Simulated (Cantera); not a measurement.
Gas mixture: NH₃ : H₂O = 0.68 : 0.56 (molar parts), at 24.0 Pa, frozen composition.

Cantera's kinetic-theory transport with the Lennard-Jones parameters of GRI-Mech 3.0, ideal gas; thermal conductivity in the mixture-averaged form. Polar gases are described roughly by these parameters. The composition is frozen, though it would react at the higher temperatures.

D: mixture-averaged diffusion coefficient of that species in the mixture.

```tsv
T (K)	ρ (kg/m³)	cp (J/kg/K)	μ (µPa s)	λ (mW/m/K)	Pr	D (cm²/s) CH₄	D (cm²/s) H₂	D (cm²/s) C₂H₂
400	0.000126	2098	13.9	40.8	0.716	1650	5890	?
600	8.41e-5	2361	21.2	69.2	0.723	3550	12000	?
800	6.31e-5	2609	28.2	101	0.724	5990	19700	?
1000	5.04e-5	2841	34.8	136	0.728	8880	28800	?
1200	4.20e-5	3047	41.1	171	0.730	12200	39200	?
1400	3.60e-5	3226	47.0	207	0.733	15900	50700	?
1600	3.15e-5	3381	52.6	242	0.735	20000	63300	?
1800	2.80e-5	3513	58.0	277	0.736	24400	77100	?
```

Some entries are withheld; supply them.


- 400, D (cm²/s) C₂H₂: 1250
- 600, D (cm²/s) C₂H₂: 2710
- 800, D (cm²/s) C₂H₂: 4600
- 1000, D (cm²/s) C₂H₂: 6850
- 1200, D (cm²/s) C₂H₂: 9430
- 1400, D (cm²/s) C₂H₂: 12300
- 1600, D (cm²/s) C₂H₂: 15500
- 1800, D (cm²/s) C₂H₂: 18900
